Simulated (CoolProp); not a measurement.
CH2F2 (R32) along the isobar 452 kPa: fugacity coefficient from the reference equation and from simpler models built on Tc = 351.3 K, pc = 5783 kPa, ω = 0.277; each cubic takes its own stable root.

Computed with CoolProp (reference Helmholtz-energy equation of state, Tillner-Roth 1997).

```tsv
T (K)	phase	reference
274.8	gas	0.9262
294.9	gas	0.9434
314.9	gas	0.9554
334.9	gas	0.9643
354.9	gas	0.9710
374.9	gas	0.9761
395	gas	0.9802
415	gas	0.9835
435	gas	0.9862
```

Q: How far does each simpler model (Soave-Redlich-Kwong, Peng-Robinson) lie from the reference over these 9 states: mean and median of the absolute difference, and the worst?

A: 
- Soave-Redlich-Kwong: mean 0.6 %, median 0.4 %, worst +1.7 % at 274.8 K and 452 kPa
- Peng-Robinson: mean 0.3 %, median 0.1 %, worst +1.4 % at 274.8 K and 452 kPa
